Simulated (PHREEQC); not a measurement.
Na2HPO4 is added in steps, without added water, to 1 kg of water holding 0.075 mol CuSO4, 5.4e-05 mol HBF4 and 0.00013 mol NaCl, at 20 °C. Oxygen alone is held at its pressure in air (log pO2 = -0.68). No CO2 enters from the air. The run lets Cu(OH)2, Brochantite, Antlerite, Atacamite, Cu3(PO4)2:3H2O, Halite, Mirabilite, Chalcanthite, CuF2:2H2O precipitate or redissolve, and no other solid.

Base run: PHREEQC, ion-association model, wateq4f.dat. Each further column changes one thing. The table gives NaSO4- (mol/kgw).

```csv
Na2HPO4 added (mol),base,NaCl replaced by NaNO3 at the same molality,CuSO4 from 0.075 to 0.0075 mol/kgw,NaCl from 0.00013 to 2.6e-05 mol/kgw,no solid may form
0,7.58e-6,7.58e-6,1.94e-6,1.52e-6,7.59e-6
0.0075,0.000903,0.000903,0.000263,0.000897,0.000904
0.01125,0.00137,0.00137,0.000404,0.00136,0.00136
0.01875,0.00232,0.00232,0.000565,0.00231,0.00230
0.02625,0.00331,0.00331,0.000697,0.00331,0.00325
0.03,0.00383,0.00383,0.000755,0.00382,0.00372
0.0375,0.00488,0.00488,0.000861,0.00487,0.00466
0.045,0.00596,0.00596,0.000955,0.00596,0.00558
0.04875,0.00652,0.00652,0.000999,0.00651,0.00603
0.05625,0.00765,0.00765,0.00108,0.00765,0.00691
0.06375,0.00882,0.00882,0.00116,0.00881,0.00776
0.0675,0.00941,0.00941,0.00119,0.00941,0.00817
0.075,0.0106,0.0106,0.00126,0.0106,0.00897
```

H3PO4, which wateq4f.dat lacks, is added to it with the constant of phreeqc.dat. Real BF4- forms and hydrolyses slowly; the run takes it at equilibrium. The database has no phosphate complexes of Cu. The database's constant for dissolved Cu(OH)2 is higher than later reviews accept. In at least one series the solution becomes supersaturated in solids that the run did not let form, among them Cu(OH)2, Brochantite, Antlerite, Atacamite, Cu3(PO4)2:3H2O. Solids allowed in the column 'NaCl replaced by NaNO3 at the same molality': Cu(OH)2, Brochantite, Antlerite, Cu2(OH)3NO3, Cu3(PO4)2:3H2O, Mirabilite, Chalcanthite, CuF2:2H2O.
